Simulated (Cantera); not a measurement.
Input: 1 mol CH₃F, 0.027 mol CH₄, 3.1 mol H₂, 0.49 mol F₂, held at 3300 K and 1330 Pa.

Method: chemical equilibrium by Gibbs-energy minimisation in Cantera with the NASA 1993 tables (ideal gas, pure condensed phases). Candidate condensed phases: C, C₆H₆, C₇H₈, C₈H₁₈; 95 gas species. The numbers say what is thermodynamically allowed, not how fast it happens.

Base state: H 0.694, HF 0.179, H₂ 0.0481, F 0.0262, C₃ 0.0216, C 0.0188, C₂ 0.00627, C₂H 0.00330 (mole fractions); condensed: gas only.

### Question
What changes in the equilibrium state with this change: temperature from 3300 K to 2175 K?

### Answer
```tsv
species	before	after
H₂	0.0481	0.620
HF	0.179	0.345
H	0.694	0.0333
C	0.0188	7.31e-8
C₃	0.0216	1.09e-7
F	0.0262	1.46e-5
C₂	0.00627	9.44e-9
C₅	0.000124	<1e-9
C₄	5.91e-5	<1e-9
C(graphite), mol	0	1.01
```
